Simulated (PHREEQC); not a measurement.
Solution (20 °C): 0.0071 mol CuSO4, 0.29 mol HNO3 and 0.024 mol NaCl per kg of water. Closed to the air; pH follows from the charge balance.

The numbers come from PHREEQC with the ion-association model, phreeqc.dat.

No solid was allowed to form.

Q: What pH, specific conductance, density does the model give?

A: pH 0.66; specific conductance 82700 µS/cm; density 1.010 g/cm³.

Q: In which forms is Cu present?

A: Cu+2 97 %, CuCl+ 1.4 %, CuSO4 1.2 % of the Cu.

Species that the database lacks are ignored.
